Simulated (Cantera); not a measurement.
A closed system holds: 1 mol Ta, 2.5 mol CO2, 51 mol H2, equilibrated at 1800 Torr.

These are equilibrium values from Cantera (NASA tables, ideal gas, pure condensed phases), not measurements of a reactor. Candidate condensed phases: C, C6H6, C7H8, C8H18, H2O, Ta, TaC, Ta2O5; 113 gas species. Mutual solubility and eutectic melting of coexisting phases are not modelled. TaC: taken at fixed stoichiometry. Condensed phases not in the tables: Ta2C. The numbers say what is thermodynamically allowed, not how fast it happens.

Question: At 2048 K, list the 4 most abundant gas species with their mole fractions, and the condensed phases.

Answer: H2 0.948, CO 0.0453, H2O 0.00485, H 0.00141. Condensed: TaC(s) + Ta2O5(s).
